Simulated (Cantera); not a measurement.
**Ta + CH4 + O2 (tantalum, niobium, vanadium and zirconium in process gases)**

Charge: 1 mol Ta, 1.7 mol CH4, 0.046 mol O2, at 600 Torr.

Equilibrium computed with Cantera from the NASA thermochemical tables; the gas is ideal and each condensed phase is pure. Candidate condensed phases: C, C6H6, C7H8, C8H18, H2O, Ta, TaC, Ta2O5; 113 gas species. Mutual solubility and eutectic melting of coexisting phases are not modelled. TaC: taken at fixed stoichiometry. Condensed phases not in the tables: Ta2C. The numbers say what is thermodynamically allowed, not how fast it happens.

```
T (°C)  log p H2  log p CH4  log p CO  log p H2O  log p H  log p CO2  log p C2H2 (acetylene)  log p C2H6  n C(graphite)  n TaC(s)  n Ta2O5(s)
------  --------  ---------  --------  ---------  -------  ---------  ----------------------  ----------  -------------  --------  ----------
577        -0.23      -0.67     -5.55      -4.93   -10.80      -9.77                  -11.25       -5.53         0.0197     0.963      0.0184
627        -0.18      -0.86     -4.74      -4.53   -10.02      -8.73                  -10.43       -5.72          0.239     0.963      0.0184
677        -0.15      -1.07     -4.01      -4.19    -9.33      -7.81                   -9.71       -5.94          0.408     0.963      0.0183
727        -0.13      -1.27     -3.36      -3.90    -8.71      -6.98                   -9.07       -6.17          0.522     0.964      0.0180
777        -0.12      -1.48     -2.78      -3.64    -8.15      -6.23                   -8.50       -6.41          0.590     0.966      0.0168
827        -0.11      -1.67     -2.25      -3.41    -7.64      -5.55                   -7.99       -6.63          0.614     0.973      0.0133
877        -0.11      -1.86     -1.76      -3.21    -7.18      -4.93                   -7.53       -6.86          0.574     0.994     0.00311
927        -0.11      -2.03     -1.68      -3.38    -6.76      -5.08                   -7.10       -7.06          0.570      1.00           0
977        -0.11      -2.18     -1.68      -3.61    -6.37      -5.37                   -6.71       -7.24          0.581      1.00           0
1027       -0.11      -2.33     -1.68      -3.83    -6.01      -5.64                   -6.35       -7.41          0.588      1.00           0
1077       -0.11      -2.46     -1.68      -4.03    -5.68      -5.89                   -6.02       -7.57          0.593      1.00           0
1127       -0.11      -2.58     -1.68      -4.21    -5.37      -6.12                   -5.71       -7.71          0.597      1.00           0
1177       -0.11      -2.70     -1.68      -4.39    -5.08      -6.33                   -5.42       -7.85          0.599      1.00           0
1227       -0.11      -2.81     -1.68      -4.55    -4.81      -6.53                   -5.15       -7.98          0.601      1.00           0
```
log p: log10 of the partial pressure in bar; n: condensed amount in mol.

From 577 °C to 877 °C the condensed part is C(graphite) + TaC(s) + Ta2O5(s). From 927 °C to 1227 °C the condensed part is C(graphite) + TaC(s).
